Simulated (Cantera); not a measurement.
A counterflow diffusion flame at 0.440 bar, nozzles 20 mm apart: fuel side 100 % CH₃OH at 500 K, oxidiser side 28.0 % O₂, 72.0 % N₂ at 325 K, fuel mass flux 0.93 times the oxidiser's; mixture-averaged transport, no radiation.

Detailed kinetics in Cantera: GRI-Mech 3.0 (53 species, 325 reactions). GRI-Mech 3.0 was tuned for natural gas; its chemistry of methanol as a main component is partial and can be far from experiment. GRI-Mech 3.0 has no aromatics or soot, which form on the fuel side of real flames. The maximum strain rate includes the flame's own expansion and is several times the mean.

x: mole fraction; the columns are a selection and need not sum to one.

```
oxidiser flux (kg/m²/s)  max strain (1/s)  mean strain (1/s)  T max (K)  peak x OH  peak x H  peak x NO  peak x CO  peak x C₂H₂
-----------------------  ----------------  -----------------  ---------  ---------  --------  ---------  ---------  -----------
0.11                                  164               26.7       2148     0.0169    0.0134   0.000107      0.220     0.000358
0.17                                  [?]               41.2       2086     0.0166       [?]        [?]      0.217          [?]
0.27                                  351               65.5       2018     0.0160    0.0163    4.77e-5      0.213     0.000559
0.43                                  526                104       1954     0.0153    0.0177    3.55e-5      0.209     0.000675
0.68                                  774                165       1894     0.0145    0.0189    2.77e-5      0.205     0.000771
1.1                                  1210                267       1833     0.0133    0.0199    2.10e-5      0.199     0.000811
1.7                                   [?]                412       1784        [?]    0.0202        [?]      0.194     0.000757
2.7                                  2800                655       1738     0.0105    0.0198    1.04e-5      0.189     0.000592
```

Question: What belongs in the gaps?

Answer: 
- 0.17, max strain (1/s): 237
- 0.17, peak x H: 0.0148
- 0.17, peak x NO: 6.99e-5
- 0.17, peak x C₂H₂: 0.000450
- 1.7, max strain (1/s): 1810
- 1.7, peak x OH: 0.0121
- 1.7, peak x NO: 1.55e-5
